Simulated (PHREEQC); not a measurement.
A made-up water analysis in mg/kgw, 25 °C, pH 7.43, pe -1.7: Na 5.74; K 1.99; Ca 12.7; Mg 5.17; Cl 16.5; S(6) as SO4 1.54; Alkalinity as HCO3 52.5; Sr 1.28.

Valence states are taken as typed.

The numbers come from PHREEQC with the ion-association model, phreeqc.dat.

```json
{
 "ionic_strength": "0.00192 mol/kgw",
 "specific_conductance": "146 µS/cm",
 "charge_balance_error": "1.1 %"
}
```

| species | molality | activity | log γ |
|---|---|---|---|
| HCO3- | 0.000852 | 0.000812 | -0.021 |
| Cl- | 0.000465 | 0.000443 | -0.021 |
| Ca+2 | 0.000313 | 0.000259 | -0.083 |
| Na+ | 0.000249 | 0.000238 | -0.021 |
| Mg+2 | 0.000210 | 0.000174 | -0.082 |
| CO2 | 6.78e-5 | 6.78e-5 | 0.000 |
| K+ | 5.09e-5 | 4.85e-5 | -0.021 |
| SO4-2 | 1.49e-5 | 1.23e-5 | -0.083 |
| Sr+2 | 1.44e-5 | 1.19e-5 | -0.083 |
| CaHCO3+ | 2.81e-6 | 2.68e-6 | -0.021 |
| MgHCO3+ | 1.73e-6 | 1.65e-6 | -0.021 |

This is a speciation only: nothing precipitates in the calculation. Complexes and solids missing from the database can't appear.
